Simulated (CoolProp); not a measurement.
Properties of sulfur hexafluoride at several states.

Values from CoolProp's reference Helmholtz-energy equation of state, Guder 2009.

| T (°C) | p (MPa) | phase | Z | cp (kJ/(kg K)) | Joule-Thomson coefficient (K/MPa) |
|---|---|---|---|---|---|
| 188.95 | 2.2 | gas | [?] | 0.8802 | [?] |
| 294.85 | 5.73 | supercritical | [?] | [?] | 1.617 |
| 73.25 | 1.62 | gas | 0.8826 | 0.7937 | [?] |
| 133.55 | 8.99 | supercritical | [?] | 1.116 | [?] |
| 139.15 | 0.849 | gas | [?] | 0.8237 | 4.042 |

Q: What belongs in the gaps?

A: 
- 188.95, Z: 0.9502
- 188.95, Joule-Thomson coefficient (K/MPa): 3.025
- 294.85, Z: 0.9645
- 294.85, cp (kJ/(kg K)): 0.9573
- 73.25, Joule-Thomson coefficient (K/MPa): 6.999
- 133.55, Z: 0.6846
- 133.55, Joule-Thomson coefficient (K/MPa): 3.529
- 139.15, Z: 0.9690
